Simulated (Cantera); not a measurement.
Input (Python, Cantera) and output of one run.

```python
import numpy as np
import cantera as ct

gas_names = """
    CL CL2 H HCL H2 N NH NH2 NH3 N2 N2H2 N2H4 Si SiCL SiCL2 SiCL3 SiCL4 SiH SiHCL3 SiH2 SiH2CL2 SiH3
    SiH3CL SiH4 SiN Si2 Si2N Si3
""".split()
cond_names = """
    NH4CL(a) NH4CL(b) Si(cr) Si(L) Si3N4(a)
""".split()


# ... load() reads the species with a 1 bar reference pressure and builds the phases ...
atoms = {
    'Si3H8': {'Si': 3, 'H': 8},
    'N2': {'N': 2},
    'HCl': {'H': 1, 'CL': 1},
}
top_T = {'Si3N4(a)': 2400}  # K; cautious upper limits of use, not melting points


# ... equilibrate(T, P, feed) seeds the gas with the atoms and calls Mixture.equilibrate('TP', solver="vcs", rtol=1e-11, max_steps=5000) ...
results = []
feed = {'Si3H8': 1, 'N2': 140, 'HCl': 4.6}  # mol
T = 998.15  # K
P = 70000  # Pa
mix = equilibrate(T, P, feed)
results.append((T, P, feed, dict(zip(mix.species_names, mix.species_moles))))
print(gas.report(threshold=0.0001))
for i in range(1, mix.n_phases):
    print(f"{mix.phase(i).name:16s} {mix.phase_moles(i):12.5e} mol")
```

Output:

```
       temperature   998.15 K
          pressure   70000 Pa
           density   0.23268 kg/m^3
  mean mol. weight   27.586 kg/kmol
   phase of matter   gas

                          1 kg             1 kmol
                     ---------------   ---------------
          enthalpy          6.67e+05          1.84e+07  J
   internal energy        3.6616e+05        1.0101e+07  J
           entropy            8390.4        2.3146e+05  J/K
    Gibbs function       -7.7079e+06       -2.1263e+08  J
 heat capacity c_p            1181.5             32595  J/K
 heat capacity c_v            880.15             24280  J/K

                      mass frac. Y      mole frac. X     chem. pot. / RT
                     ---------------   ---------------   ---------------
               HCL          0.039886           0.03018           -39.253
                H2         0.0020378          0.027885           -21.437
                N2           0.95623           0.94163           -25.274
             SiCL4         0.0018393        0.00029866           -134.13
     [  +24 minor]        1.1711e-05         4.019e-06

Si(cr)            0.00000e+00 mol
Si3N4(a)          9.85302e-01 mol
```

Cantera equilibrium calculation (NASA polynomials, part measured and part estimated; ideal gas, pure solids and liquids). The feed counts by its element totals alone. N2 is the only nitrogen source here; it is nearly inert below about 1500 K, so the nitride shown seldom forms there in practice.
